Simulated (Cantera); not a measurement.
Charge: 1 mol BN, 8 mol N2, held at 1 atm.

Cantera equilibrium calculation (NASA polynomials, part measured and part estimated; ideal gas, pure solids and liquids). Candidate condensed phases: B, BN; 5 gas species. Equilibrium is a limit: real reactors are often held back by kinetics, nucleation or transport.

x: gas mole fraction; n: condensed amount in mol.

```json
[
 {"T (°C)": "1600", "x N2": "1.00", "x B": "5.38e-11", "x BN": "8.46e-11", "x N": "[?]", "n BN(s)": "1.00", "n B(l)": "0"},
 {"T (°C)": "1675", "x N2": "1.00", "x B": "3.91e-10", "x BN": "4.96e-10", "x N": "[?]", "n BN(s)": "1.00", "n B(l)": "0"},
 {"T (°C)": "1750", "x N2": "1.00", "x B": "2.45e-9", "x BN": "2.55e-9", "x N": "[?]", "n BN(s)": "1.00", "n B(l)": "0"},
 {"T (°C)": "1825", "x N2": "1.00", "x B": "1.35e-8", "x BN": "1.16e-8", "x N": "[?]", "n BN(s)": "1.00", "n B(l)": "0"},
 {"T (°C)": "1900", "x N2": "1.00", "x B": "6.56e-8", "x BN": "4.77e-8", "x N": "[?]", "n BN(s)": "1.000", "n B(l)": "0"},
 {"T (°C)": "1975", "x N2": "1.00", "x B": "2.87e-7", "x BN": "1.78e-7", "x N": "[?]", "n BN(s)": "1.000", "n B(l)": "0"},
 {"T (°C)": "2050", "x N2": "1.000", "x B": "1.14e-6", "x BN": "6.07e-7", "x N": "[?]", "n BN(s)": "1.000", "n B(l)": "0"},
 {"T (°C)": "2125", "x N2": "1.000", "x B": "4.15e-6", "x BN": "1.92e-6", "x N": "[?]", "n BN(s)": "1.000", "n B(l)": "0"},
 {"T (°C)": "2200", "x N2": "1.000", "x B": "1.40e-5", "x BN": "5.64e-6", "x N": "[?]", "n BN(s)": "1.000", "n B(l)": "0"},
 {"T (°C)": "2275", "x N2": "1.000", "x B": "4.36e-5", "x BN": "1.56e-5", "x N": "[?]", "n BN(s)": "1.000", "n B(l)": "0"},
 {"T (°C)": "2350", "x N2": "1.000", "x B": "0.000128", "x BN": "4.05e-5", "x N": "[?]", "n BN(s)": "0.999", "n B(l)": "0"},
 {"T (°C)": "2425", "x N2": "1.000", "x B": "0.000352", "x BN": "9.97e-5", "x N": "[?]", "n BN(s)": "0.996", "n B(l)": "0"},
 {"T (°C)": "2500", "x N2": "0.999", "x B": "0.000901", "x BN": "0.000230", "x N": "[?]", "n BN(s)": "0", "n B(l)": "0.990"},
 {"T (°C)": "2575", "x N2": "0.998", "x B": "0.00159", "x BN": "0.000365", "x N": "[?]", "n BN(s)": "0", "n B(l)": "0.983"}
]
```

### Question
What belongs in the gaps?

### Answer

- 1600, x N: 1.27e-10
- 1675, x N: 4.15e-10
- 1750, x N: 1.24e-9
- 1825, x N: 3.45e-9
- 1900, x N: 8.93e-9
- 1975, x N: 2.17e-8
- 2050, x N: 4.98e-8
- 2125, x N: 1.08e-7
- 2200, x N: 2.26e-7
- 2275, x N: 4.49e-7
- 2350, x N: 8.60e-7
- 2425, x N: 1.59e-6
- 2500, x N: 2.84e-6
- 2575, x N: 4.92e-6
